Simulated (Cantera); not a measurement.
An adiabatic, constant-pressure homogeneous reactor starts with CH₃OH : O₂ : N₂ = 1 : 1.36 : 5.13 (molar parts), equivalence ratio 1.1, at 1398 K and 270 Torr.

Model: GRI-Mech 3.0 (53 species, 325 reactions), integrated in Cantera. GRI-Mech 3.0 was tuned for natural gas; its chemistry of methanol as a main component is partial and can be far from experiment.

One state of this run: T (K) = 2615; x CH₃OH = <1e-12; x O₂ = 0.0160; x CH₂ = <1e-12; x C₂H₂ = <1e-12; x HCN = 6.92e-10; x CO = 0.0550. x: mole fraction; the columns are a selection and need not sum to one.

### Question
Which value of t (s) does it belong to?
A) 0.000262
B) 5.91e-5
C) 0.451
D) 0.00116

### Answer
C, 0.451
